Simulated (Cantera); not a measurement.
Cantera run:

```python
import numpy as np
import cantera as ct

gas_names = """
    C CN CO CO2 C2 CCN CNC C2N2 C2O C3 C3O2 C4 C4N2 C5 N NCO NO NO2 NO3 N2 N2O O O2 O3 Pb PbO Pb2
""".split()
cond_names = """
    C(gr) Pb(cr) Pb(L) PbO(rd) PbO(yw) PbO(L) PbO2(s) Pb3O4(s)
""".split()


# ... load() reads the species with a 1 bar reference pressure and builds the phases ...
atoms = {
    'Pb': {'Pb': 1},
    'O2': {'O': 2},
    'N2': {'N': 2},
    'CO': {'C': 1, 'O': 1},
}
top_T = {'C(gr)': 4500, 'Pb3O4(s)': 820}  # K; cautious upper limits of use, not melting points


# ... equilibrate(T, P, feed) seeds the gas with the atoms and calls Mixture.equilibrate('TP', solver="vcs", rtol=1e-11, max_steps=5000) ...
results = []
T = 1473  # K
P = 250  # Pa
for m in [0.67, 1.1, 1.4, 1.8, 2.2, 2.6, 3, 3.4, 3.8, 4.1, 4.5, 4.9, 5.3]:
    feed = {'Pb': 1, 'O2': 1.8, 'N2': 14, 'CO': m}  # mol
    mix = equilibrate(T, P, feed)
    results.append((T, P, feed, dict(zip(mix.species_names, mix.species_moles))))
    x = sorted(zip(gas.X, gas.species_names), reverse=True)
    print(f"T = {T:g} K  P = {P:g} Pa  n(CO) = {m:g} mol  gas = {mix.phase_moles(0):.4g} mol")
    print("   x: " + "  ".join(f"{s} {v:.3e}" for v, s in x if v > 0.001))
    print("   condensed (mol): " + ("  ".join(f"{mix.phase(i).name} {mix.phase_moles(i):.4g}"
          for i in range(1, mix.n_phases) if mix.phase_moles(i) > 1e-12) or "none"))
```

It prints:

```
T = 1473 K  P = 250 Pa  n(CO) = 0.67 mol  gas = 16.76 mol
   x: N2 8.351e-01  O2 6.457e-02  PbO 4.510e-02  CO2 3.997e-02  Pb 1.458e-02
   condensed (mol): none
T = 1473 K  P = 250 Pa  n(CO) = 1.1 mol  gas = 16.98 mol
   x: N2 8.241e-01  CO2 6.475e-02  O2 5.171e-02  PbO 4.325e-02  Pb 1.563e-02
   condensed (mol): none
T = 1473 K  P = 250 Pa  n(CO) = 1.4 mol  gas = 17.14 mol
   x: N2 8.165e-01  CO2 8.164e-02  O2 4.304e-02  PbO 4.179e-02  Pb 1.655e-02
   condensed (mol): none
T = 1473 K  P = 250 Pa  n(CO) = 1.8 mol  gas = 17.36 mol
   x: N2 8.063e-01  CO2 1.037e-01  PbO 3.946e-02  O2 3.192e-02  Pb 1.815e-02
   condensed (mol): none
T = 1473 K  P = 250 Pa  n(CO) = 2.2 mol  gas = 17.58 mol
   x: N2 7.962e-01  CO2 1.251e-01  PbO 3.644e-02  O2 2.145e-02  Pb 2.044e-02
   condensed (mol): none
T = 1473 K  P = 250 Pa  n(CO) = 2.6 mol  gas = 17.82 mol
   x: N2 7.857e-01  CO2 1.459e-01  PbO 3.205e-02  Pb 2.408e-02  O2 1.195e-02
   condensed (mol): none
T = 1473 K  P = 250 Pa  n(CO) = 3 mol  gas = 18.08 mol
   x: N2 7.743e-01  CO2 1.658e-01  Pb 3.074e-02  PbO 2.457e-02  O2 4.312e-03
   condensed (mol): none
T = 1473 K  P = 250 Pa  n(CO) = 3.4 mol  gas = 18.41 mol
   x: N2 7.605e-01  CO2 1.841e-01  Pb 4.371e-02  PbO 1.062e-02
   condensed (mol): none
T = 1473 K  P = 250 Pa  n(CO) = 3.8 mol  gas = 18.8 mol
   x: N2 7.447e-01  CO2 1.908e-01  Pb 5.249e-02  CO 1.134e-02
   condensed (mol): none
T = 1473 K  P = 250 Pa  n(CO) = 4.1 mol  gas = 19.1 mol
   x: N2 7.330e-01  CO2 1.882e-01  Pb 5.206e-02  CO 2.647e-02
   condensed (mol): none
T = 1473 K  P = 250 Pa  n(CO) = 4.5 mol  gas = 19.5 mol
   x: N2 7.179e-01  CO2 1.845e-01  Pb 5.112e-02  CO 4.632e-02
   condensed (mol): none
T = 1473 K  P = 250 Pa  n(CO) = 4.9 mol  gas = 19.9 mol
   x: N2 7.035e-01  CO2 1.808e-01  CO 6.544e-02  Pb 5.014e-02
   condensed (mol): none
T = 1473 K  P = 250 Pa  n(CO) = 5.3 mol  gas = 20.3 mol
   x: N2 6.897e-01  CO2 1.773e-01  CO 8.383e-02  Pb 4.918e-02
   condensed (mol): none
```

Method: chemical equilibrium by Gibbs-energy minimisation in Cantera with the NASA 1993 tables (ideal gas, pure condensed phases). Gases not in the tables: (PbO)n polymers.
